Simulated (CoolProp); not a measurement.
Saturation properties of CHF3 (R23).

Values from CoolProp's reference Helmholtz-energy equation of state, Penoncello 2003.

```
T (°C)  p (MPa)  vapour density (kg/m³)  liquid cp (kJ/(kg K))
------  -------  ----------------------  ---------------------
-84.75      [?]                   4.011                  1.233
-75.55   0.1452                   6.539                  1.250
-66.35      [?]                     [?]                  1.271
-57.25   0.3525                   15.19                  1.298
-48.05      [?]                   22.06                  1.333
-38.85   0.7371                   31.27                  1.377
-29.65    1.019                     [?]                  1.434
-20.55    1.371                   59.44                  1.511
-11.35    1.813                   80.94                  1.622
-2.15       [?]                   110.3                  1.797
7.05      3.007                   152.2                  2.122
16.15       [?]                     [?]                  2.993
```

### Question
What belongs in the gaps?

### Answer

- -84.75, p (MPa): 0.08629
- -66.35, p (MPa): 0.2319
- -66.35, vapour density (kg/m³): 10.18
- -48.05, p (MPa): 0.5182
- -29.65, vapour density (kg/m³): 43.48
- -2.15, p (MPa): 2.353
- 16.15, p (MPa): 3.786
- 16.15, vapour density (kg/m³): 218.2

It boils at -82.0 °C under 1 atm.
